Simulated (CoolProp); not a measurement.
Ethanol at 498.89 K and 0.932 MPa flows at 6.3 m/s in a round tube of 12.7 mm bore and 15 µm roughness, fully developed (64/Re and Nu = 3.66 if laminar; Colebrook and Gnielinski if turbulent). Each further row changes one setting.

Computed with CoolProp (reference Helmholtz-energy equation of state, Schroeder 2014).

```tsv
case	Reynolds number	Darcy friction factor	pressure drop (Pa/m)	heat-transfer coefficient (W/(m² K))	mass flow (kg/h)
as stated	59100	0.0240	411	499	31.4
velocity 12.6 m/s	118000	0.0225	1540	939	62.9
diameter 25.4 mm	118000	0.0203	173	422	126
```

Viscosity comes from a separate model (Kiselev 2005). Thermal conductivity comes from a separate model (Assael 2013).
